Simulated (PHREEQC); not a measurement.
# Alkaline etch or developer

Dissolve 0.0091 mol NH3, 0.0015 mol Na2SiO3 and 0.017 mol K2CO3 per kg of water at 25 °C. Closed to the air; pH follows from the charge balance.

Equilibrium calculation in PHREEQC: ion-association model, phreeqc.dat.

Precipitation was switched off in this run.

### Question
Estimate the pH, ionic strength, density.

### Answer
pH 11.31; ionic strength 0.0525 mol/kgw; density 0.999 g/cm³.

### Question
In which forms is Si present?

### Answer
H3SiO4- 95 %, H4SiO4 2.6 %, H2SiO4-2 2.3 % of the Si.

Complexes and solids missing from the database can't appear.
